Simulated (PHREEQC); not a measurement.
Buffer

Solution (20 °C): 0.043 mol HF, 0.0014 mol Na2CO3 and 0.012 mol KCl per kg of water. Closed to the air; pH follows from the charge balance.

Model: ion-association model, phreeqc.dat, run in PHREEQC.

```json
{
 "pH": "2.37",
 "ionic_strength": "0.0196 mol/kgw",
 "total_alkalinity": "-40.2 meq/kg"
}
```

```
species  molality  activity   log γ
-------  --------  --------  ------
HF         0.0345    0.0347   0.002
Cl-        0.0120    0.0104  -0.060
K+         0.0120    0.0104  -0.061
F-        0.00676   0.00588  -0.061
H+        0.00483   0.00430  -0.050
Na+       0.00279   0.00244  -0.058
```

Precipitation was switched off in this run. Species that the database lacks are ignored.
